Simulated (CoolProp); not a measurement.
Neopentane along the isobar 0.924 MPa: fugacity coefficient from the reference equation and from simpler models built on Tc = 433.7 K, pc = 3.196 MPa, ω = 0.196; each cubic takes its own stable root.

The numbers come from the reference Helmholtz-energy equation of state, Lemmon 2006 in CoolProp. It is a short technical equation, of lower accuracy than the large ones.

```
T (K)  phase  reference
-----  -----  ---------
380.3    gas     0.8528
397.3    gas     0.8724
414.3    gas     0.8886
431.2    gas     0.9021
448.2    gas     0.9136
465.2    gas     0.9234
482.1    gas     0.9319
499.1    gas     0.9393
516.1    gas     0.9457
533      gas     0.9513
550      gas     0.9563
```

How far does each simpler model (van der Waals, Redlich-Kwong, Soave-Redlich-Kwong, Peng-Robinson) lie from the reference over these 11 states: mean and median of the absolute difference, and the worst?


- van der Waals: mean 1.0 %, median 0.5 %, worst +3.5 % at 380.3 K and 0.924 MPa
- Redlich-Kwong: mean 0.3 %, median 0.3 %, worst +0.7 % at 380.3 K and 0.924 MPa
- Soave-Redlich-Kwong: mean 0.1 %, median 0.1 %, worst +0.2 % at 550 K and 0.924 MPa
- Peng-Robinson: mean 1.0 %, median 1.0 %, worst -1.2 % at 397.3 K and 0.924 MPa
